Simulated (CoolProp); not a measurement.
Oxygen at several states: fugacity coefficient from the reference equation and from simpler models built on Tc = 154.6 K, pc = 50.46 bar, ω = 0.022; each cubic takes its own stable root.

Model: reference Helmholtz-energy equation of state, Schmidt 1985, in CoolProp. Above 300 K oxygen's equation is extrapolated.

| T (K) | p (bar) | phase | reference | Redlich-Kwong | Soave-Redlich-Kwong |
|---|---|---|---|---|---|
| 69.7 | 49.1 | liquid | 0.001497 | 0.0006054 | ? |
| 823 | 250 | supercritical | 1.073 | ? | ? |
| 694.1 | 0.167 | gas | 1.000 | 1.000 | 1.000 |
| 721.5 | 0.199 | gas | 1.000 | 1.000 | 1.000 |

Q: Some entries are withheld; supply them.

A: 
- 69.7, Soave-Redlich-Kwong: 0.001396
- 823, Redlich-Kwong: 1.053
- 823, Soave-Redlich-Kwong: 1.076
